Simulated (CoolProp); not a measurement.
The fluid at 351.28 K and 2.51 MPa flows at 5.1 m/s in a round tube of 6 mm bore and 15 µm roughness, fully developed (64/Re and Nu = 3.66 if laminar; Colebrook and Gnielinski if turbulent). The same conditions are run with several fluids, on thermodynamics alone (safety and materials aside).

Values from CoolProp's reference Helmholtz-energy equation of state of each fluid (R236FA: Pan 2012; benzene: Thol 2012; o-xylene: Zhou 2012; isobutane: Bücker 2006; n-pentane: Thol 2019).

Question: Rank R236FA, benzene, o-xylene, isobutane, n-pentane by Reynolds number, highest first.

Answer: R236FA (231000), isobutane (161000), n-pentane (157000), benzene (75200), o-xylene (59600)

```csv
fluid,Darcy friction factor,pressure drop (Pa/m),heat-transfer coefficient (W/(m² K)),mass flow (kg/h)
R236FA,0.0255,64500,13300,605
benzene,0.0268,47500,10800,425
o-xylene,0.0272,49100,9250,432
isobutane,0.0258,26800,11500,249
n-pentane,0.0258,31900,13500,295
```

Transport values come from each fluid's own correlations; those of R236FA, n-pentane are estimates that may be off by 10 % or more.
